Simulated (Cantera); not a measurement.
Ignition delay

Mixture: 11.3 % CH4, 0.451 % H2, 14.2 % O2, 74.1 % N2, equivalence ratio 1.6, at 7.30 atm, adiabatic and at constant volume. Ignition delay is the time to a rise of 400 K.

Computed with Cantera and GRI-Mech 3.0 (53 species, 325 reactions).

```
T0 (K)  delay (ms)
------  ----------
1098          16.5
1198          6.24
1298          2.28
1398         0.835
1498         0.315
1598         0.125
```

```
Item                                                    Result
--------------------------------------------------  ----------
apparent activation energy between 1398 and 1598 K  180 kJ/mol
```
